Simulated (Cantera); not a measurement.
A Cantera script and its output.

```python
import numpy as np
import cantera as ct

gas = ct.Solution("gri30.yaml")
gas.TPX = 500, 101325, {'CH4': 1, 'CO': 1.2, 'O2': 2.17, 'N2': 8.15}
inlet = ct.Reservoir(gas, clone=True)
gas.equilibrate("HP")  # start burning
reactor = ct.IdealGasConstPressureReactor(gas, energy="on", clone=False)
exhaust = ct.Reservoir(gas, clone=True)
tau = [0.069, 0.032, 0.015, 0.007, 0.0033, 0.0015, 0.00072, 0.00034, 0.00016, 7.4e-05, 3.5e-05][0]
for a, b in ((inlet, reactor), (reactor, exhaust)):
    ct.MassFlowController(a, b, mdot=lambda t: reactor.mass / tau)
net = ct.ReactorNet([reactor])
show = ['CH4', 'CO', 'O2', 'OH', 'H']

rows = []
print(f"{'tau/s':>10s}{'T/K':>9s}" + "".join(f"{s:>11s}" for s in show))
for tau in [0.069, 0.032, 0.015, 0.007, 0.0033, 0.0015, 0.00072, 0.00034, 0.00016, 7.4e-05, 3.5e-05]:
    net.initial_time = 0.0
    net.advance(30 * tau)
    before = gas.X
    net.advance(40 * tau)
    drift = np.max(np.abs(gas.X - before) / (gas.X + 1e-9))
    rows.append([gas.T, *gas[show].X, drift])
    print(f"{tau:10.3e}{gas.T:9.1f}" + "".join(f"{x:11.3e}" for x in gas[show].X))
```

It prints:

```
     tau/s      T/K        CH4         CO         O2         OH          H
 6.900e-02   2328.3  3.500e-06  6.117e-02  1.644e-03  3.529e-03  1.952e-03
 3.200e-02   2313.2  6.032e-06  6.206e-02  2.247e-03  4.094e-03  2.383e-03
 1.500e-02   2290.1  9.992e-06  6.344e-02  3.192e-03  4.846e-03  3.051e-03
 7.000e-03   2256.4  1.648e-05  6.542e-02  4.581e-03  5.759e-03  4.063e-03
 3.300e-03   2211.8  2.740e-05  6.791e-02  6.411e-03  6.723e-03  5.506e-03
 1.500e-03   2153.3  4.837e-05  7.097e-02  8.769e-03  7.656e-03  7.590e-03
 7.200e-04   2089.9  8.594e-05  7.410e-02  1.130e-02  8.311e-03  1.005e-02
 3.400e-04   2019.0  1.642e-04  7.769e-02  1.428e-02  8.644e-03  1.284e-02
 1.600e-04   1943.7  3.426e-04  8.255e-02  1.809e-02  8.512e-03  1.523e-02
 7.400e-05   1856.9  8.576e-04  9.176e-02  2.472e-02  7.581e-03  1.551e-02
 3.500e-05    500.0  7.987e-02  9.585e-02  1.733e-01  3.509e-22  6.278e-23
```

Cantera simulation using GRI-Mech 3.0 (53 species, 325 reactions); the numbers are that mechanism's predictions, not measurements.
